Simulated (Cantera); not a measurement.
An isothermal plug-flow reactor at 775 K and 1.00 bar (inlet), inlet velocity 1.7 m/s, active area per volume 530 1/m; feed H₂ : O₂ : N₂ = 0.013 : 0.068 : 0.79 (molar parts), equivalence ratio 0.096.

Cantera simulation using Deutschmann's 1995 Pt surface mechanism with GRI-Mech 3.0 gas chemistry; the numbers are that mechanism's predictions, not measurements. Catalytic surfaces can have several steady states; this one follows from the mechanism file's or the stated starting coverage. Mass transfer to the wall is taken as infinitely fast.

x: gas mole fraction; θ: surface coverage.

```
z (m)        x H₂    x O₂    x H₂O  θ free Pt   θ O*    θ OH*
-------  --------  ------  -------  ---------  -----  -------
4.7e-05    0.0127  0.0770  0.00228      0.312  0.683  0.00531
9e-05      0.0111  0.0763  0.00385      0.276  0.719  0.00529
0.00017   0.00901  0.0753  0.00596      0.227  0.768  0.00519
0.00034   0.00639  0.0741  0.00860      0.165  0.830  0.00486
0.00065   0.00414  0.0731   0.0109      0.111  0.885        ?
0.0012    0.00248  0.0723   0.0125     0.0726  0.924        ?
0.0024    0.00121  0.0717   0.0138     0.0474  0.950        ?
0.0047   0.000456  0.0714   0.0146     0.0357  0.962        ?
```

Question: Some entries are withheld; supply them.

Answer: 
- 0.00065, θ OH*: 0.00432
- 0.0012, θ OH*: 0.00370
- 0.0024, θ OH*: 0.00311
- 0.0047, θ OH*: 0.00276
